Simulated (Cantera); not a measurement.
A freely propagating, adiabatic, planar premixed flame of 13.9 % CH4, 23.3 % O2, 62.8 % N2, equivalence ratio 1.2, unburnt at 650 K and 1.10 bar; mixture-averaged transport, grid criteria slope 0.08 and curve 0.16, no radiation.

Detailed kinetics in Cantera: GRI-Mech 3.0 (53 species, 325 reactions). Burning velocities carry a grid error of a few per cent, more on coarse grids.

Question: Predict: laminar burning velocity; thermal thickness; peak x(CH2); peak x(H2).

Answer: 
```json
{
 "laminar_burning_velocity": "211 cm/s",
 "thermal_thickness": "0.224 mm",
 "peak x(CH2)": "0.000190",
 "peak x(H2)": "0.0505"
}
```
